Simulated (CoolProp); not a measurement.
Computed with CoolProp (reference Helmholtz-energy equation of state, Gao 2022).

### Question
Give the vapour pressure (bar), liquid density (kg/m³), enthalpy of vaporisation (kJ/kg) of saturated n-perfluoropentane at -28.95, -7.55 °C.

### Answer
```
T (°C)  p (bar)  liquid density (kg/m³)  enthalpy of vaporisation (kJ/kg)
------  -------  ----------------------  --------------------------------
-28.95   0.0628                    1770                               106
-7.55     0.208                    1710                               101
```
